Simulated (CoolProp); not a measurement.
A single-stage vapour-compression cycle with the fluid: evaporating at 312.15 K (dew point), condensing at 371.15 K (bubble point), superheat 10 K, subcooling 2 K, compressor efficiency 0.65, no pressure losses. The same conditions are run with several fluids, on thermodynamics alone (safety and materials aside).

The numbers come from the reference Helmholtz-energy equation of state of each fluid (n-hexane: Thol 2019; R11: Jacobsen 1992; dimethyl carbonate: Zhou 2011; cyclopentane: Gedanitz 2015; trans-2-butene: Lemmon 2005; cyclopropane: Polt 1992) in CoolProp. The equations of Platzer and Polt are older, rougher fits.

Task: Rank n-hexane, R11, dimethyl carbonate, cyclopentane, trans-2-butene, cyclopropane by cooling COP, highest first.

Result: dimethyl carbonate (2.92), cyclopentane (2.83), R11 (2.78), n-hexane (2.62), trans-2-butene (2.50), cyclopropane (2.32)

```json
[
 {"fluid": "n-hexane", "pressure ratio": "6.52", "discharge temperature (K)": "374.0", "refrigerating effect (kJ/kg)": "233", "volumetric capacity (kJ/m³)": "275"},
 {"fluid": "R11", "pressure ratio": "4.67", "discharge temperature (K)": "405.5", "refrigerating effect (kJ/kg)": "129", "volumetric capacity (kJ/m³)": "1170"},
 {"fluid": "dimethyl carbonate", "pressure ratio": "9.03", "discharge temperature (K)": "403.9", "refrigerating effect (kJ/kg)": "313", "volumetric capacity (kJ/m³)": "152"},
 {"fluid": "cyclopentane", "pressure ratio": "5.56", "discharge temperature (K)": "396.9", "refrigerating effect (kJ/kg)": "294", "volumetric capacity (kJ/m³)": "563"},
 {"fluid": "trans-2-butene", "pressure ratio": "4.07", "discharge temperature (K)": "389.7", "refrigerating effect (kJ/kg)": "236", "volumetric capacity (kJ/m³)": "1930"},
 {"fluid": "cyclopropane", "pressure ratio": "3.39", "discharge temperature (K)": "405.3", "refrigerating effect (kJ/kg)": "243", "volumetric capacity (kJ/m³)": "4630"}
]
```
